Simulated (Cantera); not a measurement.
Transport properties of process gases

Gas mixture: CH₄ : CO : C₂H₂ = 0.19 : 0.61 : 0.96 (molar parts), at 2.33 Torr, frozen composition.

Cantera's kinetic-theory transport with the Lennard-Jones parameters of GRI-Mech 3.0, ideal gas; thermal conductivity in the multicomponent form. The composition is frozen, though it would react at the higher temperatures.

| T (K) | ρ (kg/m³) | cp (J/kg/K) | μ (µPa s) | λ (mW/m/K) | Pr | D (cm²/s) C₂H₂ | D (cm²/s) N₂ | D (cm²/s) H₂O |
|---|---|---|---|---|---|---|---|---|
| 400 | 0.00239 | 1637 | 16.2 | 35.9 | 0.740 | 92.5 | 101 | 110 |
| 650 | 0.00147 | 1918 | 23.4 | 60.8 | 0.739 | 217 | 233 | 276 |
| 900 | 0.00106 | 2130 | 29.5 | 85.2 | 0.736 | 377 | 404 | 498 |
| 1150 | 0.000831 | 2299 | 34.8 | 109 | 0.735 | 570 | 610 | 767 |
| 1400 | 0.000683 | 2430 | 39.7 | 131 | 0.733 | 792 | 846 | 1080 |
| 1650 | 0.000579 | 2531 | 44.2 | 153 | 0.732 | 1040 | 1110 | 1430 |
| 1900 | 0.000503 | 2609 | 48.5 | 173 | 0.731 | 1320 | 1410 | 1810 |
| 2150 | 0.000445 | 2670 | 52.5 | 192 | 0.731 | 1620 | 1730 | 2230 |
D: mixture-averaged diffusion coefficient of that species in the mixture.
